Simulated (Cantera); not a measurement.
An adiabatic, constant-volume homogeneous reactor starts with CH₄ : CO : O₂ : N₂ = 1 : 0.25 : 2.95 : 11.1 (molar parts), equivalence ratio 0.72, at 1575 K and 1000000 Pa. Integrator tolerance rtol = 1e-08.

Cantera simulation using GRI-Mech 3.0 (53 species, 325 reactions); the numbers are that mechanism's predictions, not measurements.

Q: What does this change do: O2 2.95 to 3.8 parts?

A: 
```tsv
quantity	before	after
time of steepest temperature rise	81.7 µs	62.1 µs
temperature at 1.00 s	2962 K	2921 K
equilibrium temperature	2962 K	2921 K
x(CH₄) at 1.00 s	<1e-12 (gas-phase equilibrium <1e-12)	<1e-12 (gas-phase equilibrium <1e-12)
x(CO) at 1.00 s	0.0187 (gas-phase equilibrium 0.0187)	0.0123 (gas-phase equilibrium 0.0123)
x(O₂) at 1.00 s	0.0483 (gas-phase equilibrium 0.0483)	0.0901 (gas-phase equilibrium 0.0901)
x(HO₂) at 1.00 s	2.93e-5 (gas-phase equilibrium 2.93e-5)	4.22e-5 (gas-phase equilibrium 4.22e-5)
x(C₂H₆) at 1.00 s	<1e-12 (gas-phase equilibrium <1e-12)	<1e-12 (gas-phase equilibrium <1e-12)
x(CH₃) at 1.00 s	<1e-12 (gas-phase equilibrium <1e-12)	<1e-12 (gas-phase equilibrium <1e-12)
x(C₂H₂) at 1.00 s	<1e-12 (gas-phase equilibrium <1e-12)	<1e-12 (gas-phase equilibrium <1e-12)
```

Q: What does this change do: CH4 1 to 0.44 parts?

A: 
| quantity | before | after |
|---|---|---|
| time of steepest temperature rise | 81.7 µs | 65.0 µs |
| temperature at 1.00 s | 2962 K | 2451 K |
| equilibrium temperature | 2962 K | 2451 K |
| x(CH₄) at 1.00 s | <1e-12 (gas-phase equilibrium <1e-12) | <1e-12 (gas-phase equilibrium <1e-12) |
| x(CO) at 1.00 s | 0.0187 (gas-phase equilibrium 0.0187) | 0.000950 (gas-phase equilibrium 0.000950) |
| x(O₂) at 1.00 s | 0.0483 (gas-phase equilibrium 0.0483) | 0.124 (gas-phase equilibrium 0.124) |
| x(HO₂) at 1.00 s | 2.93e-5 (gas-phase equilibrium 2.93e-5) | 1.27e-5 (gas-phase equilibrium 1.27e-5) |
| x(C₂H₆) at 1.00 s | <1e-12 (gas-phase equilibrium <1e-12) | <1e-12 (gas-phase equilibrium <1e-12) |
| x(CH₃) at 1.00 s | <1e-12 (gas-phase equilibrium <1e-12) | <1e-12 (gas-phase equilibrium <1e-12) |
| x(C₂H₂) at 1.00 s | <1e-12 (gas-phase equilibrium <1e-12) | <1e-12 (gas-phase equilibrium <1e-12) |
